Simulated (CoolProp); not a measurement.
R1233zd(E) at several states: fugacity coefficient from the reference equation and from simpler models built on Tc = 438.9 K, pc = 3.583 MPa, ω = 0.304; each cubic takes its own stable root.

The numbers come from the reference Helmholtz-energy equation of state, Akasaka 2022 in CoolProp.

| T (K) | p (MPa) | phase | reference | van der Waals | Redlich-Kwong | Soave-Redlich-Kwong |
|---|---|---|---|---|---|---|
| 203.1 | 0.269 | liquid | 0.002263 | (withheld) | 0.009760 | (withheld) |
| 428 | 0.0642 | gas | 0.9931 | 0.9944 | 0.9934 | 0.9934 |
| 296.4 | 20.5 | liquid | (withheld) | 0.09558 | 0.02699 | 0.01431 |
| 418.7 | 0.099 | gas | 0.9885 | 0.9908 | 0.9892 | 0.9890 |
| 449.4 | 5.4 | supercritical | 0.5221 | 0.5559 | (withheld) | 0.5422 |
| 231.9 | 17.4 | liquid | 0.0007029 | (withheld) | 0.002471 | (withheld) |

Complete the blanks.


- 203.1, van der Waals: 0.2132
- 203.1, Soave-Redlich-Kwong: 0.002192
- 296.4, reference: 0.01313
- 449.4, Redlich-Kwong: 0.5329
- 231.9, van der Waals: 0.03075
- 231.9, Soave-Redlich-Kwong: 0.0007501
